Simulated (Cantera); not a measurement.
**Equilibrium for silicon carbide growth: CH3SiH3 + C2H2 + H2**

Feed: 1 mol CH3SiH3, 0.21 mol C2H2, 21 mol H2, equilibrated at 1.33 mbar.

Cantera equilibrium calculation (NASA polynomials, part measured and part estimated; ideal gas, pure solids and liquids). Candidate condensed phases: C, C6H6, C7H8, C8H18, Si, SiC; 87 gas species. The feed counts by its element totals alone. Equilibrium is a limit: real reactors are often held back by kinetics, nucleation or transport.

From 1023 K to 1998 K the condensed part is C(graphite) + SiC(s).

```json
[
 {"T (K)": "1023", "log p H2": "-2.88", "log p H": "-9.82", "log p Si": "<-14", "log p C2H2 (acetylene)": "-11.55", "log p CH4": "-6.88", "log p SiC2": "<-14", "log p Si2C": "<-14", "log p SiH": "<-14", "n C(graphite)": "0.418", "n SiC(s)": "1.00"},
 {"T (K)": "1098", "log p H2": "-2.88", "log p H": "-9.04", "log p Si": "<-14", "log p C2H2 (acetylene)": "-10.77", "log p CH4": "-7.19", "log p SiC2": "<-14", "log p Si2C": "<-14", "log p SiH": "<-14", "n C(graphite)": "0.419", "n SiC(s)": "1.00"},
 {"T (K)": "1173", "log p H2": "-2.88", "log p H": "-8.37", "log p Si": "<-14", "log p C2H2 (acetylene)": "-10.09", "log p CH4": "-7.46", "log p SiC2": "<-14", "log p Si2C": "<-14", "log p SiH": "<-14", "n C(graphite)": "0.419", "n SiC(s)": "1.00"},
 {"T (K)": "1248", "log p H2": "-2.88", "log p H": "-7.77", "log p Si": "-13.76", "log p C2H2 (acetylene)": "-9.49", "log p CH4": "-7.70", "log p SiC2": "<-14", "log p Si2C": "<-14", "log p SiH": "-14.15", "n C(graphite)": "0.420", "n SiC(s)": "1.00"},
 {"T (K)": "1323", "log p H2": "-2.88", "log p H": "-7.24", "log p Si": "-12.53", "log p C2H2 (acetylene)": "-8.96", "log p CH4": "-7.92", "log p SiC2": "<-14", "log p Si2C": "<-14", "log p SiH": "-13.10", "n C(graphite)": "0.420", "n SiC(s)": "1.00"},
 {"T (K)": "1398", "log p H2": "-2.88", "log p H": "-6.76", "log p Si": "-11.43", "log p C2H2 (acetylene)": "-8.49", "log p CH4": "-8.11", "log p SiC2": "-14.60", "log p Si2C": "-14.62", "log p SiH": "-12.17", "n C(graphite)": "0.420", "n SiC(s)": "1.00"},
 {"T (K)": "1473", "log p H2": "-2.88", "log p H": "-6.34", "log p Si": "-10.45", "log p C2H2 (acetylene)": "-8.06", "log p CH4": "-8.28", "log p SiC2": "-13.31", "log p Si2C": "-13.36", "log p SiH": "-11.33", "n C(graphite)": "0.420", "n SiC(s)": "1.000"},
 {"T (K)": "1548", "log p H2": "-2.88", "log p H": "-5.95", "log p Si": "-9.56", "log p C2H2 (acetylene)": "-7.68", "log p CH4": "-8.44", "log p SiC2": "-12.14", "log p Si2C": "-12.22", "log p SiH": "-10.57", "n C(graphite)": "0.419", "n SiC(s)": "1.000"},
 {"T (K)": "1623", "log p H2": "-2.88", "log p H": "-5.60", "log p Si": "-8.75", "log p C2H2 (acetylene)": "-7.33", "log p CH4": "-8.58", "log p SiC2": "-11.09", "log p Si2C": "-11.18", "log p SiH": "-9.89", "n C(graphite)": "0.418", "n SiC(s)": "1.000"},
 {"T (K)": "1698", "log p H2": "-2.88", "log p H": "-5.28", "log p Si": "-8.02", "log p C2H2 (acetylene)": "-7.02", "log p CH4": "-8.71", "log p SiC2": "-10.13", "log p Si2C": "-10.24", "log p SiH": "-9.26", "n C(graphite)": "0.417", "n SiC(s)": "1.000"},
 {"T (K)": "1773", "log p H2": "-2.88", "log p H": "-4.99", "log p Si": "-7.34", "log p C2H2 (acetylene)": "-6.73", "log p CH4": "-8.83", "log p SiC2": "-9.25", "log p Si2C": "-9.38", "log p SiH": "-8.69", "n C(graphite)": "0.414", "n SiC(s)": "0.999"},
 {"T (K)": "1848", "log p H2": "-2.88", "log p H": "-4.72", "log p Si": "-6.73", "log p C2H2 (acetylene)": "-6.47", "log p CH4": "-8.94", "log p SiC2": "-8.45", "log p Si2C": "-8.59", "log p SiH": "-8.17", "n C(graphite)": "0.411", "n SiC(s)": "0.996"},
 {"T (K)": "1923", "log p H2": "-2.89", "log p H": "-4.47", "log p Si": "-6.16", "log p C2H2 (acetylene)": "-6.23", "log p CH4": "-9.05", "log p SiC2": "-7.71", "log p Si2C": "-7.87", "log p SiH": "-7.69", "n C(graphite)": "0.411", "n SiC(s)": "0.986"},
 {"T (K)": "1998", "log p H2": "-2.90", "log p H": "-4.24", "log p Si": "-5.64", "log p C2H2 (acetylene)": "-6.02", "log p CH4": "-9.16", "log p SiC2": "-7.02", "log p Si2C": "-7.20", "log p SiH": "-7.25", "n C(graphite)": "0.428", "n SiC(s)": "0.952"}
]
```
log p: log10 of the partial pressure in bar; n: condensed amount in mol.
